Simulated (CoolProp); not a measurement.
R245fa along the isobar 5.45 MPa: Z from the reference equation and from simpler models built on Tc = 427.0 K, pc = 3.651 MPa, ω = 0.378; each cubic takes its own stable root.

Values from CoolProp's reference Helmholtz-energy equation of state, Akasaka 2015.

```csv
T (K),phase,reference
286.8,liquid,0.2216
301.8,liquid,0.2165
316.8,liquid,0.2124
331.8,liquid,0.2095
346.8,liquid,0.2077
361.8,liquid,0.2071
376.8,liquid,0.2081
391.8,liquid,0.2112
```

Problem. How far does each simpler model (van der Waals, Redlich-Kwong, Soave-Redlich-Kwong, Peng-Robinson) lie from the reference over these 8 states: mean and median of the absolute difference, and the worst?

Solution. 
- van der Waals: mean 61.4 %, median 61.7 %, worst +64.7 % at 286.8 K and 5.45 MPa
- Redlich-Kwong: mean 16.7 %, median 16.4 %, worst +19.6 % at 391.8 K and 5.45 MPa
- Soave-Redlich-Kwong: mean 11.0 %, median 10.3 %, worst +14.3 % at 391.8 K and 5.45 MPa
- Peng-Robinson: mean 2.0 %, median 2.3 %, worst -3.0 % at 301.8 K and 5.45 MPa
